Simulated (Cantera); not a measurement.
Input: 1 mol Si2Cl6, 6.3 mol N2, held at 900 °C and 75.0 Torr.

These are equilibrium values from Cantera (NASA tables, ideal gas, pure condensed phases), not measurements of a reactor. Candidate condensed phases: Si, Si3N4; 13 gas species. The feed counts by its element totals alone. N2 is the only nitrogen source here; it is nearly inert below about 1500 K, so the nitride shown seldom forms there in practice. The tables' values for SiCl3 are old estimates; treat these amounts as uncertain. Equilibrium is a limit: real reactors are often held back by kinetics, nucleation or transport.

Base state: N2 0.799, SiCl4 0.200, SiCl3 0.00139, SiCl2 9.58e-5 (mole fractions); condensed: Si3N4(s).

Problem. What changes in the equilibrium state with this change: temperature from 900 °C to 1027 °C?

Solution. 
```csv
species,before,after
N2,0.799,0.797
SiCl4,0.200,0.194
SiCl3,0.00139,0.00711
SiCl2,9.58e-5,0.00155
"Si3N4(s), mol",0.166,0.160
```
